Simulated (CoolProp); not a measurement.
Vapour-liquid equilibrium of CF4 (R14) (1) + R13 (2) at 0.144 bar; x and y are mole fractions of (1).

Model: multi-fluid Helmholtz-energy mixture model, Platzer 1990 and Platzer 1990; pair parameters Bell 2016, in CoolProp. This equation is an older, rougher fit; its heat capacities, sound speeds and derivatives of the liquid may be far off and weren't checked against measurements.

### Question
Give the bubble temperature and the first vapour's composition at x = 0.2, 0.5, 0.65. Is there an azeotrope?

### Answer
x = 0.2: -138.5 °C, y = 0.941; x = 0.5: -145.8 °C, y = 0.983; x = 0.65: -147.5 °C, y = 0.990. No azeotrope shows between x = 0.05 and 0.95.

The pair parameters rest on a limited set of measurements; away from them the model extrapolates.
